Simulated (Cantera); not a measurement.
Input (Python, Cantera) and output of one run.

```python
import numpy as np
import cantera as ct

gas_names = [...]  # 87 gases of nasa_gas.yaml made of C, H, Si
cond_names = """
    C(gr) C6H6(L) C7H8(L) C8H18(L),n-octa Si(cr) Si(L) SiC(b)
""".split()


# ... load() reads the species with a 1 bar reference pressure and builds the phases ...
atoms = {
    'Si(CH3)4': {'Si': 1, 'C': 4, 'H': 12},
    'C2H4': {'C': 2, 'H': 4},
    'H2': {'H': 2},
}
top_T = {'C(gr)': 4500, 'SiC(b)': 3050}  # K; cautious upper limits of use, not melting points


# ... equilibrate(T, P, feed) seeds the gas with the atoms and calls Mixture.equilibrate('TP', solver="vcs", rtol=1e-11, max_steps=5000) ...
results = []
feed = {'Si(CH3)4': 1, 'C2H4': 0.017, 'H2': 3.9}  # mol
T = 1600  # K
for P in [100, 240, 560, 1300, 3200, 7500, 18000, 42000, 100000]:
    mix = equilibrate(T, P, feed)
    results.append((T, P, feed, dict(zip(mix.species_names, mix.species_moles))))
    x = sorted(zip(gas.X, gas.species_names), reverse=True)
    print(f"T = {T:g} K  P = {P:g} Pa  gas = {mix.phase_moles(0):.4g} mol")
    print("   x: " + "  ".join(f"{s} {v:.3e}" for v, s in x if v > 0.0001))
    print("   condensed (mol): " + ("  ".join(f"{mix.phase(i).name} {mix.phase_moles(i):.4g}"
          for i in range(1, mix.n_phases) if mix.phase_moles(i) > 1e-12) or "none"))
```

It prints:

```
T = 1600 K  P = 100 Pa  gas = 9.943 mol
   x: H2 9.983e-01  H 1.718e-03
   condensed (mol): C(gr) 3.033  SiC(b) 1
T = 1600 K  P = 240 Pa  gas = 9.939 mol
   x: H2 9.989e-01  H 1.109e-03
   condensed (mol): C(gr) 3.033  SiC(b) 1
T = 1600 K  P = 560 Pa  gas = 9.938 mol
   x: H2 9.992e-01  H 7.263e-04
   condensed (mol): C(gr) 3.033  SiC(b) 1
T = 1600 K  P = 1300 Pa  gas = 9.936 mol
   x: H2 9.995e-01  H 4.767e-04
   condensed (mol): C(gr) 3.033  SiC(b) 1
T = 1600 K  P = 3200 Pa  gas = 9.935 mol
   x: H2 9.996e-01  H 3.039e-04
   condensed (mol): C(gr) 3.033  SiC(b) 1
T = 1600 K  P = 7500 Pa  gas = 9.934 mol
   x: H2 9.997e-01  H 1.985e-04  CH4 1.224e-04
   condensed (mol): C(gr) 3.032  SiC(b) 1
T = 1600 K  P = 18000 Pa  gas = 9.932 mol
   x: H2 9.995e-01  CH4 2.936e-04  H 1.281e-04
   condensed (mol): C(gr) 3.031  SiC(b) 1
T = 1600 K  P = 42000 Pa  gas = 9.928 mol
   x: H2 9.992e-01  CH4 6.846e-04
   condensed (mol): C(gr) 3.027  SiC(b) 1
T = 1600 K  P = 100000 Pa  gas = 9.918 mol
   x: H2 9.983e-01  CH4 1.627e-03
   condensed (mol): C(gr) 3.017  SiC(b) 1
```

Equilibrium computed with Cantera from the NASA thermochemical tables; the gas is ideal and each condensed phase is pure.
